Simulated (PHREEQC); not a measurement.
Make-up at 25 °C: 0.00078 mol/kgw LiCl, 7.5e-06 mol/kgw Ni(NO3)2 and 0.00046 mol/kgw KHSO4. Closed to the air; pH follows from the charge balance.

Model: ion-association model, wateq4f.dat, run in PHREEQC.

```json
{
  "pH": "3.37",
  "ionic_strength": "0.00215 mol/kgw",
  "total_alkalinity": "-0.460 meq/kg"
}
```

```tsv
species	molality	activity	log γ
Cl-	0.000780	0.000741	-0.022
Li+	0.000779	0.000741	-0.022
K+	0.000459	0.000436	-0.022
H+	0.000444	0.000424	-0.021
SO4-2	0.000442	0.000361	-0.088
HSO4-	1.56e-5	1.49e-5	-0.022
NO3-	1.50e-5	1.42e-5	-0.023
Ni+2	7.08e-6	5.77e-6	-0.089
LiSO4-	1.23e-6	1.17e-6	-0.022
KSO4-	1.16e-6	1.10e-6	-0.022
NiSO4	4.06e-7	4.06e-7	0.000
NiCl+	1.13e-8	1.07e-8	-0.022
```

Precipitation was switched off in this run. Species that the database lacks are ignored.
